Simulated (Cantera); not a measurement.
A Cantera script and what it prints.

```python
import numpy as np
import cantera as ct

gas_names = """
    F F2 FS2F,fluorodisu N NF NF2 NF3 N2 S SF SF2 SF3 SF4 SF5 SF6 SN S2 S2F2,thiothiony S8 Si SiF SiF2
    SiF3 SiF4 SiN SiS Si2 Si2N Si3
""".split()
cond_names = """
    S(cr1) S(cr2) S(L) Si(cr) Si(L) Si3N4(a)
""".split()


# ... load() reads the species with a 1 bar reference pressure and builds the phases ...
atoms = {
    'Si': {'Si': 1},
    'SF6': {'S': 1, 'F': 6},
    'N2': {'N': 2},
}
top_T = {'Si3N4(a)': 2400}  # K; cautious upper limits of use, not melting points


# ... equilibrate(T, P, feed) seeds the gas with the atoms and calls Mixture.equilibrate('TP', solver="vcs", rtol=1e-11, max_steps=5000) ...
results = []
feed = {'Si': 1, 'SF6': 1.2, 'N2': 77}  # mol
T = 1450  # K
P = 12000  # Pa
mix = equilibrate(T, P, feed)
results.append((T, P, feed, dict(zip(mix.species_names, mix.species_moles))))
x = sorted(zip(gas.X, gas.species_names), reverse=True)
print(f"T = {T:g} K  P = {P:g} Pa  gas = {mix.phase_moles(0):.4g} mol")
print("   x: " + "  ".join(f"{s} {v:.3e}" for v, s in x if v > 0.001))
print("   condensed (mol): " + ("  ".join(f"{mix.phase(i).name} {mix.phase_moles(i):.4g}"
      for i in range(1, mix.n_phases) if mix.phase_moles(i) > 1e-12) or "none"))
```

Output:

```
T = 1450 K  P = 12000 Pa  gas = 79.23 mol
   x: N2 9.719e-01  SiF4 1.262e-02  SF2 8.885e-03  SF4 4.081e-03  SF3 1.783e-03
   condensed (mol): none
```

Cantera equilibrium calculation (NASA polynomials, part measured and part estimated; ideal gas, pure solids and liquids). The tables' values for SF3, S2F2 (SSF2) are old estimates; treat these amounts as uncertain.
